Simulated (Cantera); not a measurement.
A perfectly stirred reactor is fed with 5.56 % CH₄, 9.29 % O₂, 85.1 % N₂, at 0.720 bar; it is adiabatic with a 725 K inlet, and is followed from long to short residence time, starting on the burning branch (τ in s: 0.11, 0.051, 0.024, 0.011, 0.0052, 0.0024, 0.0011, 0.00053, 0.00025, 0.00011, 5.4e-05).

Detailed kinetics in Cantera: GRI-Mech 3.0 (53 species, 325 reactions).

x: mole fraction; the columns are a selection and need not sum to one.

```tsv
τ (s)	T (K)	x CH₄	x O₂	x C₂H	x H	x CH₂O	x CH₃
0.11	1685	0.000204	0.000410	5.46e-9	0.000339	5.09e-6	5.83e-5
0.051	1681	0.000161	0.000511	4.71e-9	0.000602	6.11e-6	5.92e-5
0.024	1675	0.000162	0.000708	4.80e-9	0.000957	7.79e-6	6.54e-5
0.011	1666	0.000211	0.00112	6.24e-9	0.00135	1.12e-5	8.36e-5
0.0052	1652	[?]	[?]	[?]	[?]	[?]	[?]
0.0024	725	0.0556	0.0929	<1e-12	<1e-12	<1e-12	<1e-12
0.0011	725	0.0556	0.0929	<1e-12	<1e-12	<1e-12	<1e-12
0.00053	725	0.0556	0.0929	<1e-12	<1e-12	<1e-12	<1e-12
0.00025	725	0.0556	0.0929	<1e-12	<1e-12	<1e-12	<1e-12
0.00011	725	0.0556	0.0929	<1e-12	<1e-12	<1e-12	<1e-12
5.4e-5	725	0.0556	0.0929	<1e-12	<1e-12	<1e-12	<1e-12
```

Q: Complete the blanks.

A: 
- 0.0052, x CH₄: 0.000318
- 0.0052, x O₂: 0.00187
- 0.0052, x C₂H: 8.88e-9
- 0.0052, x H: 0.00172
- 0.0052, x CH₂O: 1.75e-5
- 0.0052, x CH₃: 0.000116
